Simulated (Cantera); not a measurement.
Input (Python, Cantera) and output of one run.

```python
import numpy as np
import cantera as ct

gas_names = """
    CL CL2 H HCL H2 Si SiCL SiCL2 SiCL3 SiCL4 SiH SiHCL3 SiH2 SiH2CL2 SiH3 SiH3CL SiH4 Si2 Si3
""".split()
cond_names = """
    Si(cr) Si(L)
""".split()


# ... load() reads the species with a 1 bar reference pressure and builds the phases ...
atoms = {
    'SiCl4': {'Si': 1, 'CL': 4},
    'HCl': {'H': 1, 'CL': 1},
    'H2': {'H': 2},
}
top_T = {}  # K; cautious upper limits of use, not melting points


# ... equilibrate(T, P, feed) seeds the gas with the atoms and calls Mixture.equilibrate('TP', solver="vcs", rtol=1e-11, max_steps=5000) ...
results = []
feed = {'SiCl4': 1, 'HCl': 5, 'H2': 1.2}  # mol
P = 10000  # Pa
for T in [700, 750, 800, 850, 900, 950, 1000, 1050, 1100, 1150, 1200, 1250, 1300]:
    mix = equilibrate(T, P, feed)
    results.append((T, P, feed, dict(zip(mix.species_names, mix.species_moles))))

top = {s: max(r[3][s] / sum(r[3][g] for g in gas_names) for r in results) for s in gas_names}
cols = sorted((s for s in top if top[s] > 0.001), key=lambda s: -top[s])[:7]
seen = [c for c in cond_names if any(r[3].get(c, 0) > 1e-12 for r in results)]
print("log10 of partial pressures in bar; condensed amounts in mol")
print(f"{'T/K':>10s}" + "".join(f"{s[:9]:>10s}" for s in cols + seen))
for T, P, feed, n in results:
    ng = sum(n[g] for g in gas_names)
    print(f"{T:10.4g}" + "".join(f"{np.log10(max(n[s] / ng * P / 1e5, 1e-99)):10.3f}" for s in cols)
          + "".join(f"{n.get(c, 0):10.4g}" for c in seen))
```

It prints:

```
log10 of partial pressures in bar; condensed amounts in mol
       T/K       HCL        H2     SiCL4     SiCL3    SiHCL3
       700    -1.158    -1.778    -1.857    -9.439    -6.167
       750    -1.158    -1.778    -1.857    -8.560    -5.822
       800    -1.158    -1.778    -1.857    -7.792    -5.521
       850    -1.158    -1.778    -1.858    -7.116    -5.258
       900    -1.158    -1.778    -1.858    -6.516    -5.024
       950    -1.158    -1.779    -1.858    -5.981    -4.817
      1000    -1.158    -1.779    -1.858    -5.501    -4.631
      1050    -1.158    -1.779    -1.859    -5.068    -4.464
      1100    -1.158    -1.780    -1.860    -4.675    -4.313
      1150    -1.158    -1.781    -1.861    -4.319    -4.176
      1200    -1.157    -1.782    -1.864    -3.995    -4.054
      1250    -1.157    -1.785    -1.868    -3.700    -3.945
      1300    -1.155    -1.789    -1.877    -3.434    -3.852
```

Equilibrium computed with Cantera from the NASA thermochemical tables; the gas is ideal and each condensed phase is pure. The tables' values for SiCl3 are old estimates; treat these amounts as uncertain.
